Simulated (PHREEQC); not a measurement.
Make-up at 20 °C: 0.04 mol HNO3, 0.22 mol K2SO4 and 0.0045 mol CuSO4 per kg of water. Closed to the air; pH follows from the charge balance.

Equilibrium calculation in PHREEQC: ion-association model, phreeqc.dat.

The pH comes out as 2.05, the ionic strength comes out as 0.530 mol/kgw and the activity of water is 0.989. The specific conductance is 33400 µS/cm and the density comes out as 1.029 g/cm³. The total alkalinity is -40.0 meq/kg.

```csv
species,molality,activity,log γ
K+,0.379,0.243,-0.193
SO4-2,0.133,0.0269,-0.693
KSO4-,0.0610,0.0421,-0.161
NO3-,0.0400,0.0244,-0.215
HSO4-,0.0284,0.0209,-0.133
H+,0.0116,0.00888,-0.117
CuSO4,0.00242,0.00274,0.053
Cu+2,0.00208,0.000515,-0.606
```

Precipitation was switched off in this run.
